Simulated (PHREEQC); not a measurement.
Make-up at 25 °C: 8 mmol/kgw HF, 0.034 mmol/kgw H2SiF6 and 75 mmol/kgw H3PO4. Closed to the air; pH follows from the charge balance.

Equilibrium calculation in PHREEQC: ion-association model, wateq4f.dat.

This is a speciation only: nothing precipitates in the calculation.

**Question.** Estimate the pH, ionic strength.

**Answer.** pH 1.71; ionic strength 0.0220 mol/kgw.

**Question.** In which forms is F present?

**Answer.** HF 90 %, F- 3.6 %, H2F2 3.5 %, SiF6-2 2.5 % of the F.

H3PO4, which wateq4f.dat lacks, is added to it with the constant of phreeqc.dat. SiF6-2 is the database's only silicon fluoride.
